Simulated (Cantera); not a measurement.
Cantera with NASA thermochemical tables; ideal gases at 1 bar, condensed phases pure. Values are per mole of reaction as written; species without (g) are pure solids or liquids, kept so even where they would boil at 1 bar.

**Question.** Between 300 and 598 K, where is each reaction favourable under standard conditions?
- 4 N₂(g) + 9 Ni + 12 H₂S(g) ⇌ 3 Ni₃S₄ + 8 NH₃(g)

**Answer.** 
- 4 N₂(g) + 9 Ni + 12 H₂S(g) ⇌ 3 Ni₃S₄ + 8 NH₃(g): ΔG° is -604 kJ at 300 K and -191 kJ at 598 K; it stays negative (K > 1). ΔH° is -1008 kJ and ΔS° -1366 J/K at 598 K.
